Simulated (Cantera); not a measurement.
## Equilibrium for fluorocarbon and chlorocarbon gases: CH₃Cl + HCl

A closed system holds: 1 mol CH₃Cl, 0.2 mol HCl, held at 2.40e-5 bar.

Equilibrium computed with Cantera from the NASA thermochemical tables; the gas is ideal and each condensed phase is pure. Candidate condensed phases: C, C₆H₆, C₇H₈, C₈H₁₈; 103 gas species. Ions and electrons are included (thermal ionisation). Equilibrium is a limit: real reactors are often held back by kinetics, nucleation or transport.

```
T (°C)  log p H  log p Cl  log p C  log p C₂
------  -------  --------  -------  --------
2727      -4.84     -5.27    -5.42     -6.75
2977      -4.85     -5.27    -5.36     -7.45
3227      -4.85     -5.27    -5.35     -8.14
3477      -4.85     -5.27    -5.35     -8.75
3727      -4.85     -5.27    -5.35     -9.28
3977      -4.85     -5.27    -5.35     -9.75
4227      -4.85     -5.27    -5.36    -10.17
4477      -4.85     -5.27    -5.36    -10.56
4727      -4.85     -5.28    -5.37    -10.91
```
log p: log10 of the partial pressure in bar; nothing condenses.

From 2727 °C to 4727 °C nothing is condensed. The main C-bearing gas is C throughout.
